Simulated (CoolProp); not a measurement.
Vapour-liquid equilibrium of o-xylene (1) + n-nonane (2) at 497.1 K; x and y are mole fractions of (1).

The numbers come from the multi-fluid Helmholtz-energy mixture model, Zhou 2012 and Lemmon 2006; pair parameters Bell 2016 in CoolProp.

```csv
x,"bubble pressure, mixture model (bar)","bubble pressure, Raoult's law (bar)","y, mixture model","y, Raoult's law"
0.05,5.121,5.089,0.059,0.056
0.125,5.213,5.136,0.145,0.138
0.2,5.300,5.183,[?],0.219
0.275,5.379,5.230,0.306,0.299
0.35,5.452,5.277,0.382,0.377
0.425,5.517,5.325,0.455,0.454
0.5,[?],5.372,[?],0.529
0.575,5.620,5.419,0.596,0.603
0.65,5.657,5.466,0.665,0.676
0.725,5.685,5.513,0.734,0.748
0.8,5.701,5.561,0.804,0.818
0.875,5.707,5.608,0.875,0.887
0.95,5.699,5.655,0.949,0.955
```

Task: Complete the blanks.

Result: 
- 0.2, y, mixture model: 0.227
- 0.5, bubble pressure, mixture model (bar): 5.573
- 0.5, y, mixture model: 0.527

The largest gap from Raoult's law is +3.7 % in bubble pressure, at x = 0.5. y crosses x between x = 0.8 and 0.875: the model has an azeotrope there.

The pair parameters rest on a limited set of measurements; away from them the model extrapolates.
